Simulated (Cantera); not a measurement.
Charge: 1 mol BN, 2.9 mol HCl, a varied amount of N₂, held at 777 °C and 0.00133 bar.

Cantera equilibrium calculation (NASA polynomials, part measured and part estimated; ideal gas, pure solids and liquids). Candidate condensed phases: B, BN, NH₄Cl; 21 gas species. Gases not in the tables: BHCl₂. Equilibrium is a limit: real reactors are often held back by kinetics, nucleation or transport.

x: gas mole fraction; n: condensed amount in mol.

```json
[
 {"n(N₂) (mol)": "3.3", "x N₂": "0.533", "x HCl": "0.461", "x H₂": "0.00318", "x BCl₃": "0.00212", "x Cl": "1.66e-6", "n BN(s)": "0.987"},
 {"n(N₂) (mol)": "4.8", "x N₂": "0.624", "x HCl": "0.372", "x H₂": "0.00238", "x BCl₃": "0.00158", "x Cl": "1.55e-6", "n BN(s)": "0.988"},
 {"n(N₂) (mol)": "6.4", "x N₂": "0.689", "x HCl": "0.308", "x H₂": "0.00186", "x BCl₃": "0.00124", "x Cl": "1.45e-6", "n BN(s)": "0.988"},
 {"n(N₂) (mol)": "7.9", "x N₂": "0.732", "x HCl": "0.265", "x H₂": "0.00154", "x BCl₃": "0.00102", "x Cl": "1.37e-6", "n BN(s)": "0.989"},
 {"n(N₂) (mol)": "9.4", "x N₂": "0.765", "x HCl": "___", "x H₂": "___", "x BCl₃": "___", "x Cl": "1.31e-6", "n BN(s)": "0.989"},
 {"n(N₂) (mol)": "11", "x N₂": "0.792", "x HCl": "0.206", "x H₂": "0.00112", "x BCl₃": "0.000745", "x Cl": "1.25e-6", "n BN(s)": "0.990"},
 {"n(N₂) (mol)": "12", "x N₂": "0.806", "x HCl": "0.193", "x H₂": "0.00103", "x BCl₃": "0.000683", "x Cl": "1.22e-6", "n BN(s)": "0.990"},
 {"n(N₂) (mol)": "14", "x N₂": "0.829", "x HCl": "0.170", "x H₂": "0.000877", "x BCl₃": "0.000584", "x Cl": "1.16e-6", "n BN(s)": "0.990"},
 {"n(N₂) (mol)": "16", "x N₂": "0.847", "x HCl": "0.152", "x H₂": "0.000764", "x BCl₃": "0.000509", "x Cl": "1.11e-6", "n BN(s)": "0.990"},
 {"n(N₂) (mol)": "17", "x N₂": "0.855", "x HCl": "0.144", "x H₂": "0.000717", "x BCl₃": "0.000477", "x Cl": "1.09e-6", "n BN(s)": "0.990"},
 {"n(N₂) (mol)": "19", "x N₂": "0.868", "x HCl": "0.131", "x H₂": "0.000637", "x BCl₃": "0.000424", "x Cl": "1.05e-6", "n BN(s)": "0.991"},
 {"n(N₂) (mol)": "20", "x N₂": "0.874", "x HCl": "0.125", "x H₂": "0.000603", "x BCl₃": "0.000402", "x Cl": "1.04e-6", "n BN(s)": "0.991"}
]
```

**Question.** What belongs in the gaps?

**Answer.** 
- 9.4, x HCl: 0.233
- 9.4, x H₂: 0.00130
- 9.4, x BCl₃: 0.000868
